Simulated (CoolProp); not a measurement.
A simple Rankine cycle with cis-2-butene: condensing at 290.15 K, boiler at 3.01 MPa, turbine inlet 419.7 K, turbine efficiency 0.65, pump efficiency 0.6, no recuperator. Each further row changes one setting.

Values from CoolProp's reference Helmholtz-energy equation of state, Lemmon 2005. It is a short technical equation, of lower accuracy than the large ones.

```csv
case,thermal efficiency (%),net work (kJ/kg),heat in (kJ/kg),turbine exit temperature (K),volume ratio over the turbine
as stated,14.0,(withheld),529,325.2,22.8
turbine inlet 439.7 K,(withheld),84.3,587,(withheld),(withheld)
condensing temperature 282.15 K,14.9,81.5,(withheld),319.4,30.0
boiler pressure 2.11 MPa,13.2,75.3,569,348.7,(withheld)
turbine efficiency 0.55,11.6,(withheld),529,333.0,(withheld)
```

Problem. What belongs in the gaps?

Solution. 
- as stated, net work (kJ/kg): 73.9
- turbine inlet 439.7 K, thermal efficiency (%): 14.4
- turbine inlet 439.7 K, turbine exit temperature (K): 354.1
- turbine inlet 439.7 K, volume ratio over the turbine: 20.7
- condensing temperature 282.15 K, heat in (kJ/kg): 547
- boiler pressure 2.11 MPa, volume ratio over the turbine: 13.6
- turbine efficiency 0.55, net work (kJ/kg): 61.3
- turbine efficiency 0.55, volume ratio over the turbine: 23.4
